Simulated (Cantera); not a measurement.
An isothermal, constant-pressure homogeneous reactor starts with N2O : H2 : N2 : H2O = 1 : 0.0026 : 0.9 : 0.0048 (molar parts), at 1500 K and 1200 Torr.

Model: GRI-Mech 3.0 (53 species, 325 reactions), integrated in Cantera. GRI-Mech 3.0 was tuned for natural gas; its chemistry of N2O as a main component is partial and can be far from experiment. The temperature is held fixed by assumption; the heat of reaction is taken as removed at once.

x: mole fraction; the columns are a selection and need not sum to one.

```tsv
t (s)	x N2O	x H2	x N2	x O	x NO2	x HO2
1.00e-6	0.524	0.00136	0.472	1.87e-5	4.86e-12	2.13e-9
3.16e-6	0.524	0.00136	0.472	4.18e-5	3.19e-10	6.21e-8
1.00e-5	0.524	0.00134	0.472	5.90e-5	1.56e-8	1.18e-6
3.16e-5	0.522	0.00121	0.473	5.97e-5	8.79e-7	9.28e-6
0.000100	0.518	0.000720	0.475	6.12e-5	1.73e-5	1.36e-5
0.000316	0.506	0.000155	0.482	6.29e-5	9.25e-5	7.09e-6
0.00100	0.470	[?]	0.500	6.15e-5	[?]	[?]
0.00316	0.378	2.01e-7	0.548	5.66e-5	0.000400	1.24e-6
0.0100	0.207	1.65e-7	0.638	4.39e-5	0.000619	5.31e-7
0.0316	0.0486	8.57e-8	0.724	1.90e-5	0.000719	2.20e-7
0.100	[?]	[?]	0.752	[?]	[?]	[?]
0.316	2.02e-6	1.12e-8	0.753	1.33e-6	0.000446	3.27e-8
1.00	1.88e-6	1.12e-8	0.753	1.33e-6	0.000445	3.27e-8
3.16	1.86e-6	1.12e-8	0.753	1.33e-6	0.000443	3.27e-8
10.0	1.80e-6	1.12e-8	0.754	1.34e-6	0.000437	3.28e-8
```

Question: What belongs in the gaps?

Answer: 
- 0.00100, x H2: 3.56e-6
- 0.00100, x NO2: 0.000223
- 0.00100, x HO2: 2.85e-6
- 0.100, x N2O: 0.00178
- 0.100, x H2: 1.64e-8
- 0.100, x O: 2.40e-6
- 0.100, x NO2: 0.000531
- 0.100, x HO2: 5.22e-8
